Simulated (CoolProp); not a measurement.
Vapour-liquid equilibrium of CH2F2 (R32) (1) + propylene (2) at 285.3 K; x and y are mole fractions of (1).

Values from CoolProp's multi-fluid Helmholtz-energy mixture model, Tillner-Roth 1997 and Lemmon 2013; pair parameters Bell 2016.

Question: Give the bubble pressure and the first vapour's composition at x = 0.05, 0.55, 0.95. Is there an azeotrope?

Answer: x = 0.05: 9.383 bar, y = 0.141; x = 0.55: 13.88 bar, y = 0.604; x = 0.95: 12.59 bar, y = 0.906. y crosses x between x = 0.65 and 0.75: the model has an azeotrope there.

Pair parameters are fitted to limited data, so mixtures are less certain than the pure fluids.
